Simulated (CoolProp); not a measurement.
Dimethyl carbonate along the isobar 279 bar: fugacity coefficient from the reference equation and from simpler models built on Tc = 557.0 K, pc = 49.09 bar, ω = 0.346; each cubic takes its own stable root.

Computed with CoolProp (reference Helmholtz-energy equation of state, Zhou 2011).

| T (K) | phase | reference | van der Waals | Redlich-Kwong | Soave-Redlich-Kwong | Peng-Robinson |
|---|---|---|---|---|---|---|
| 375.5 | liquid | 0.01155 | 0.09473 | 0.02661 | 0.01256 | 0.01137 |
| 379.5 | liquid | 0.01288 | 0.09858 | 0.02891 | 0.01402 | 0.01268 |
| 383.5 | liquid | 0.01431 | 0.1025 | 0.03134 | 0.01560 | 0.01409 |
| 387.5 | liquid | 0.01585 | 0.1065 | 0.03389 | 0.01731 | 0.01561 |
| 391.4 | liquid | 0.01748 | 0.1104 | 0.03651 | 0.01910 | 0.01721 |
| 395.4 | liquid | 0.01926 | 0.1145 | 0.03932 | 0.02108 | 0.01898 |
| 399.4 | liquid | 0.02118 | 0.1187 | 0.04226 | 0.02320 | 0.02087 |
| 403.3 | liquid | 0.02317 | 0.1228 | 0.04525 | 0.02542 | 0.02285 |
| 407.3 | liquid | 0.02535 | 0.1271 | 0.04845 | 0.02785 | 0.02501 |
| 411.3 | liquid | 0.02767 | 0.1314 | 0.05179 | 0.03043 | 0.02732 |
| 415.3 | liquid | 0.03014 | 0.1358 | 0.05525 | 0.03318 | 0.02977 |
| 419.2 | liquid | 0.03269 | 0.1401 | 0.05876 | 0.03603 | 0.03230 |
| 423.2 | liquid | 0.03546 | 0.1446 | 0.06248 | 0.03912 | 0.03505 |
| 427.2 | liquid | 0.03838 | 0.1492 | 0.06634 | 0.04239 | 0.03796 |
| 431.1 | liquid | 0.04138 | 0.1536 | 0.07022 | 0.04574 | 0.04095 |
| 435.1 | liquid | 0.04461 | 0.1583 | 0.07433 | 0.04937 | 0.04417 |
